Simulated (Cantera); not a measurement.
Feed: 1 mol SiHCl₃, 0.012 mol Cl₂, 240 mol H₂, equilibrated at 950 K and 0.0100 bar.

These are equilibrium values from Cantera (NASA tables, ideal gas, pure condensed phases), not measurements of a reactor. Candidate condensed phases: Si; 19 gas species. The tables' values for SiCl₃ are old estimates; treat these amounts as uncertain. Equilibrium is a limit: real reactors are often held back by kinetics, nucleation or transport.

Base state: H₂ 0.991, HCl 0.00733, SiCl₄ 0.000821, SiHCl₃ 0.000509, SiCl₂ 8.30e-5, SiCl₃ 4.52e-5, SiH₂Cl₂ 3.20e-5 (mole fractions); condensed: Si(s).

**Question.** What changes in the equilibrium state with this change: temperature from 950 K to 1648.15 K?

**Answer.** 
```
species       before     after
----------  --------  --------
H₂             0.991     0.987
HCl          0.00733    0.0115
H            5.54e-9  0.000886
SiCl₂        8.30e-5  0.000477
SiCl₄       0.000821   1.56e-9
Si             <1e-9   2.58e-5
SiHCl₃      0.000509   2.23e-8
Si(s), mol     0.640     0.873
```
